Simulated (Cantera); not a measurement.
Cantera run:

```python
import numpy as np
import cantera as ct

gas_names = """
    F F2 H HF H2 H2F2 H3F3 H4F4 H5F5 H6F6 H7F7 Si SiF SiF2 SiF3 SiF4 SiH SiHF3 SiH2 SiH2F2 SiH3 SiH3F
    SiH4 Si2 Si3
""".split()
cond_names = """
    Si(cr) Si(L)
""".split()


def load(file, names, dense=False):
    # The tables refer to 1 bar. Condensed volumes are neglected.
    table = {s.name: s for s in ct.Species.list_from_file(file)}
    out = []
    for n in names:
        d = dict(table[n].input_data)
        d["thermo"] = dict(d["thermo"], **{"reference-pressure": 1e5})
        if dense:
            d["equation-of-state"] = {"model": "constant-volume", "density": "1e6 g/cm^3"}
        out.append(ct.Species.from_dict(d))
    return out


gas = ct.Solution(thermo="ideal-gas", species=load("nasa_gas.yaml", gas_names))
cond = {s.name: ct.Solution(thermo="fixed-stoichiometry", species=[s], name=s.name)
        for s in load("nasa_condensed.yaml", cond_names, dense=True)}
atoms = {
    'Si': {'Si': 1},
    'F2': {'F': 2},
    'H2': {'H': 2},
}
top_T = {}  # K; cautious upper limits of use, not melting points


def equilibrate(T, P, feed):
    n = {}
    for name, mol in feed.items():
        for a, k in atoms[name].items():
            n[a] = n.get(a, 0.0) + k * mol
    gas.TPX = T, P, n
    mass = sum(n.values()) * gas.mean_molecular_weight
    gas.equilibrate("TP")
    valid = [c for c in cond.values() if c.min_temp <= T <= top_T.get(c.name, c.max_temp)]
    mix = ct.Mixture([(gas, mass / gas.mean_molecular_weight)] + [(c, 0.0) for c in valid])
    mix.T, mix.P = T, P
    mix.equilibrate("TP", solver="vcs", rtol=1e-11, max_steps=5000)
    return mix


results = []
feed = {'Si': 1, 'F2': 2.9, 'H2': 0.1}  # mol
T = 1748  # K
P = 1100  # Pa
mix = equilibrate(T, P, feed)
results.append((T, P, feed, dict(zip(mix.species_names, mix.species_moles))))
print(gas.report(threshold=1e-06))
for i in range(1, mix.n_phases):
    print(f"{mix.phase(i).name:16s} {mix.phase_moles(i):12.5e} mol")
```

Result:

```
       temperature   1748 K
          pressure   1100 Pa
           density   0.0037434 kg/m^3
  mean mol. weight   49.46 kg/kmol
   phase of matter   gas

                          1 kg             1 kmol
                     ---------------   ---------------
          enthalpy       -9.6779e+06       -4.7867e+08  J
   internal energy       -9.9717e+06        -4.932e+08  J
           entropy            6764.8        3.3459e+05  J/K
    Gibbs function       -2.1503e+07       -1.0635e+09  J
 heat capacity c_p            1056.6             52258  J/K
 heat capacity c_v            888.47             43944  J/K

                      mass frac. Y      mole frac. X     chem. pot. / RT
                     ---------------   ---------------   ---------------
                 F           0.21946           0.57133            -21.18
                F2        5.5239e-05        7.1904e-05            -42.36
                HF          0.028895          0.071434           -50.141
              SiF4           0.75159           0.35717           -160.96
     [  +21 minor]        1.5984e-08        9.6517e-09

Si(L)             0.00000e+00 mol
```

Equilibrium computed with Cantera from the NASA thermochemical tables; the gas is ideal and each condensed phase is pure.
